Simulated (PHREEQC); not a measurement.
NaOH is added in steps, without added water, to 1 kg of water holding 0.0019 mol/kgw KHF2, 0.037 mol/kgw ZnBr2 and 0.046 mol/kgw H3PO4, at 25 °C. O2 is buffered at 0.21 atm. The system is closed to CO2. Nothing may precipitate in this run.

Base run: PHREEQC, ion-association model, wateq4f.dat. Each further column changes one thing. The table gives pH.

```
NaOH added (mol)   base  diluted 5-fold with water  H3PO4 from 0.046 to 0.092 mol/kgw  ZnBr2 from 0.037 to 0.0407 mol/kgw  solids may form
----------------  -----  -------------------------  ---------------------------------  ----------------------------------  ---------------
0                  1.87                       2.32                               1.67                                1.86             1.87
0.02875            2.48                       8.79                               1.98                                2.48             2.48
0.0575             6.23                      11.95                               2.38                                6.22             4.02
0.08625            7.43                      12.42                               3.21                                7.42             4.49
0.115              8.51                      12.66                               6.23                                8.48             7.52
0.1437             8.89                      12.81                               6.80                                8.83             9.46
0.1725            10.29                      12.92                               7.45                                9.50            10.68
0.2013            11.25                      13.01                               8.46                               11.07            11.74
0.23              11.68                      13.08                               8.85                               11.54            12.23
```

In at least one series the solution becomes supersaturated in solids that the run did not let form, among them Zn(OH)2-e, Zn3(PO4)2:4w. H3PO4, which wateq4f.dat lacks, is added to it with the constant of phreeqc.dat. The database has no phosphate complexes of Zn. Solids allowed in the column 'solids may form': Zn(OH)2-e, Zn3(PO4)2:4w, ZnF2.
